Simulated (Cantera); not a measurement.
**Adiabatic ignition**

An adiabatic, constant-volume homogeneous reactor starts with CH4 : O2 : N2 : H2O = 1 : 4.88 : 18.3 : 0.61 (molar parts), equivalence ratio 0.41, at 1675 K and 4.93 atm.

Detailed kinetics in Cantera: GRI-Mech 3.0 (53 species, 325 reactions).

```
t (s)     T (K)  P (bar)   x CH4   x O2   x H2O      x O     x CO   x C2H6    x C2H2
--------  -----  -------  ------  -----  ------  -------  -------  -------  --------
5.00e-6    1675     5.00  0.0403  0.197  0.0246  2.25e-7  6.55e-8  1.11e-7  8.39e-12
2.45e-5    1676     5.00  0.0396  0.196  0.0250  2.18e-6  3.34e-5  4.84e-5   3.16e-8
0.000120   2617     7.86  <1e-12  0.113  0.0981  0.00303  0.00266   <1e-12    <1e-12
0.000585   2608     7.83  <1e-12  0.111  0.0983  0.00290  0.00259   <1e-12    <1e-12
0.00286    2588     7.77  <1e-12  0.106  0.0987  0.00260  0.00241   <1e-12    <1e-12
0.0140     2581     7.75  <1e-12  0.105  0.0989  0.00249  0.00235   <1e-12    <1e-12
0.0684     2581     7.75  <1e-12  0.105  0.0989  0.00249  0.00235   <1e-12    <1e-12
0.335      2581     7.75  <1e-12  0.105  0.0989  0.00249  0.00235   <1e-12    <1e-12
1.64       2581     7.75  <1e-12  0.105  0.0989  0.00249  0.00235   <1e-12    <1e-12
8.00       2581     7.75  <1e-12  0.105  0.0989  0.00249  0.00235   <1e-12    <1e-12
```
x: mole fraction; the columns are a selection and need not sum to one.

```json
{
 "time_of_steepest_temperature_rise": "57.2 µs",
 "temperature at 8.00 s": "2581 K",
 "equilibrium_temperature": "2581 K",
 "x(CH4) at 8.00 s": "<1e-12 (gas-phase equilibrium <1e-12)",
 "x(O2) at 8.00 s": "0.105 (gas-phase equilibrium 0.105)",
 "x(H2O) at 8.00 s": "0.0989 (gas-phase equilibrium 0.0989)"
}
```
